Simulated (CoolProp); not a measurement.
Propyne at 314.72 K and 0.514 MPa is throttled through a valve to 0.0367 MPa with no heat exchange. Each further row changes one setting.

Computed with CoolProp (reference Helmholtz-energy equation of state, Polt 1992). This equation is an older, rougher fit.

| case | temperature change (K) | final density (kg/m³) |
|---|---|---|
| as stated | -10.3 | (withheld) |
| outlet pressure 0.011 MPa | -10.8 | 0.175 |
| outlet pressure 0.0477 MPa | (withheld) | (withheld) |

Problem. What belongs in the gaps?

Solution. 
- as stated, final density (kg/m³): 0.584
- outlet pressure 0.0477 MPa, temperature change (K): -10.0
- outlet pressure 0.0477 MPa, final density (kg/m³): 0.760
